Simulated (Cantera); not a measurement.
An isothermal, constant-pressure homogeneous reactor starts with CO : O2 : H2O : N2 = 0.0025 : 0.019 : 0.014 : 1 (molar parts), equivalence ratio 0.066, at 1375 K and 0.440 bar.

Cantera simulation using GRI-Mech 3.0 (53 species, 325 reactions); the numbers are that mechanism's predictions, not measurements.

Predict: x(CO) at 50.0 s; x(O2) at 50.0 s; x(H2O) at 50.0 s; x(NO) at 50.0 s; x(OH) at 50.0 s; x(CO2) at 50.0 s.


```
Quantity                                            Result
----------------  ----------------------------------------
x(CO) at 50.0 s    1.77e-8 (gas-phase equilibrium 1.78e-8)
x(O2) at 50.0 s      0.0172 (gas-phase equilibrium 0.0171)
x(H2O) at 50.0 s     0.0135 (gas-phase equilibrium 0.0135)
x(NO) at 50.0 s   1.41e-7 (gas-phase equilibrium 0.000199)
x(OH) at 50.0 s    5.78e-6 (gas-phase equilibrium 5.77e-6)
x(CO2) at 50.0 s   0.00242 (gas-phase equilibrium 0.00242)
```
